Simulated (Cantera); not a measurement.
A closed system holds: 1 mol B, 34 mol H2, 0.98 mol N2, equilibrated at 2148.15 K and 570 Pa.

Cantera equilibrium calculation (NASA polynomials, part measured and part estimated; ideal gas, pure solids and liquids). The tables' values for BH2 are old estimates; treat these amounts as uncertain. The numbers say what is thermodynamically allowed, not how fast it happens.

```
species       before   after
----------  --------  ------
H2             0.919   0.986
N2            0.0273  0.0139
H             0.0530   <1e-9
BH2         0.000948   <1e-9
B           0.000232   <1e-9
BH           2.31e-5   <1e-9
B(s), mol      0.957       0
BN(s), mol         0    1.00
```
Gas species are given as mole fractions.

Task: What was changed between the two runs?
(A) temperature from 2148.15 K to 2048.15 K
(B) temperature from 2148.15 K to 823 K
(C) pressure from 570 Pa to 66.0 Pa
(D) temperature from 2148.15 K to 2075 K

Result: B, temperature from 2148.15 K to 823 K. N2 is the only nitrogen source here; it is nearly inert below about 1500 K, so the nitride shown seldom forms there in practice
